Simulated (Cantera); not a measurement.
# Low-pressure radical oxidation in H2/O2

An isothermal, constant-pressure homogeneous reactor starts with H2 : O2 = 0.2 : 1 (molar parts), at 1273 K and 0.0263 atm.

Detailed kinetics in Cantera: GRI-Mech 3.0 (53 species, 325 reactions). Radical loss at walls, strong at low pressure, is not modelled. The temperature is held fixed by assumption; the heat of reaction is taken as removed at once.

| t (s) | x H2 | x O2 | x H2O2 | x O | x H | x H2O |
|---|---|---|---|---|---|---|
| 3.00e-6 | 0.167 | 0.833 | <1e-12 | 2.12e-10 | 2.62e-9 | 2.39e-11 |
| 1.03e-5 | 0.167 | 0.833 | 2.47e-12 | 2.17e-9 | 8.32e-9 | 8.03e-10 |
| 3.56e-5 | 0.167 | 0.833 | 2.93e-11 | 2.14e-8 | 3.50e-8 | 2.31e-8 |
| 0.000123 | 0.167 | 0.833 | 3.47e-10 | 6.99e-7 | 8.72e-7 | 1.46e-6 |
| 0.000423 | 0.122 | 0.806 | 3.34e-7 | 0.0142 | 0.0176 | 0.0320 |
| 0.00146 | 0.00619 | 0.744 | 4.87e-7 | 0.0620 | 0.0369 | 0.140 |
| 0.00503 | 0.00311 | 0.785 | 5.49e-7 | 0.0282 | 0.0115 | 0.164 |
| 0.0173 | 0.000478 | 0.813 | 3.55e-7 | 0.00415 | 0.000642 | 0.179 |
| 0.0597 | 4.21e-5 | 0.817 | 1.16e-7 | 0.000367 | 1.69e-5 | 0.181 |
| 0.206 | 5.17e-6 | 0.818 | 3.31e-8 | 4.59e-5 | 7.48e-7 | 0.182 |
| 0.709 | 9.21e-7 | 0.818 | 9.60e-9 | 8.30e-6 | 5.76e-8 | 0.182 |
| 2.44 | 2.13e-7 | 0.818 | 2.97e-9 | 1.94e-6 | 6.51e-9 | 0.182 |
| 8.42 | 7.81e-8 | 0.818 | 1.35e-9 | 7.11e-7 | 1.45e-9 | 0.182 |
| 29.0 | 6.59e-8 | 0.818 | 1.19e-9 | 6.00e-7 | 1.13e-9 | 0.182 |
| 100 | 6.59e-8 | 0.818 | 1.19e-9 | 6.00e-7 | 1.13e-9 | 0.182 |
x: mole fraction; the columns are a selection and need not sum to one.

Equilibrium at this temperature and pressure: H2 6.59e-8, O2 0.818, H2O2 1.19e-9, O 6.00e-7, H 1.13e-9, H2O 0.182 (gas phase only).
